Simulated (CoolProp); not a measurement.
Saturation properties of CF4 (R14) (Tc = 227.4 K, pc = 3.762 MPa, ω = 0.178).

Model: reference Helmholtz-energy equation of state, Platzer 1990, in CoolProp. This equation is an older, rougher fit; its heat capacities, sound speeds and derivatives of the liquid may be far off and weren't checked against measurements.

| T (K) | p (MPa) | liquid density (kg/m³) | enthalpy of vaporisation (kJ/kg) | liquid conductivity (mW/(m K)) |
|---|---|---|---|---|
| 151.4 | 0.1546 | 1569 | 130.9 | 90.8 |
| 156.7 | 0.2142 | 1540 | 127.7 | 86.8 |
| 162 | 0.2900 | 1509 | 124.4 | 82.8 |
| 167.3 | 0.3844 | 1478 | 120.7 | 78.9 |
| 172.6 | 0.5002 | 1445 | 116.8 | 74.9 |
| 177.9 | 0.6402 | 1411 | 112.6 | 71.0 |
| 183.2 | 0.8072 | 1375 | 108.0 | 67.1 |
| 188.5 | 1.005 | 1337 | 103.0 | 63.1 |
| 193.8 | 1.235 | 1296 | 97.47 | 59.2 |
| 199.1 | 1.503 | 1251 | 91.29 | 55.2 |

It boils at 145.1 K under 1 atm.

Thermal conductivity comes from a separate model (Huber 2003), an estimate that may be off by 10 % or more.
